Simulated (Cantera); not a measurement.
Input: 1 mol CHF3, a varied amount of H2, at 2952 °C and 113 Torr.

These are equilibrium values from Cantera (NASA tables, ideal gas, pure condensed phases), not measurements of a reactor. Candidate condensed phases: C, C6H6, C7H8, C8H18; 95 gas species. The numbers say what is thermodynamically allowed, not how fast it happens.

**Question.** What share of the C ends up in condensed phases as a function of n(H2) (mol), at 0.087, 0.22, 0.36, 0.49, 0.63, 0.76, 0.9, 1, 1.2, 1.3, 1.4, 1.6?

**Answer.** 
```tsv
n(H2) (mol)	C condensed (%)	as
0.087	39.9	C(graphite)
0.22	46.3	C(graphite)
0.36	52.7	C(graphite)
0.49	58.2	C(graphite)
0.63	63.5	C(graphite)
0.76	67.6	C(graphite)
0.9	70.4	C(graphite)
1	71.0	C(graphite)
1.2	69.0	C(graphite)
1.3	67.1	C(graphite)
1.4	65.0	C(graphite)
1.6	60.2	C(graphite)
```
